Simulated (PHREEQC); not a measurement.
A solution holds 0.095 mol/kgw CuCl2, 0.00055 mol/kgw HNO3 and 0.0023 mol/kgw NaCl, at 25 °C. Closed to the air; pH follows from the charge balance.

Equilibrium calculation in PHREEQC: ion-association model, phreeqc.dat.

```
Quantity                 Result
----------------  -------------
pH                         3.36
ionic strength    0.262 mol/kgw
density             1.009 g/cm³
total alkalinity  -0.550 meq/kg
```

| species | molality | activity | log γ |
|---|---|---|---|
| Cl- | 0.179 | 0.125 | -0.158 |
| Cu+2 | 0.0825 | 0.0249 | -0.520 |
| CuCl+ | 0.0120 | 0.00836 | -0.156 |
| Na+ | 0.00230 | 0.00169 | -0.133 |
| H+ | 0.000552 | 0.000434 | -0.104 |
| NO3- | 0.000550 | 0.000369 | -0.174 |
| CuCl2 | 0.000527 | 0.000560 | 0.026 |
| CuOH+ | 8.18e-7 | 5.71e-7 | -0.156 |
| Cu2(OH)2+2 | 4.84e-7 | 1.43e-7 | -0.530 |
| CuCl3- | 3.55e-7 | 2.48e-7 | -0.156 |
| Cu(OH)2 | 2.57e-9 | 2.73e-9 | 0.026 |

No solid was allowed to form.
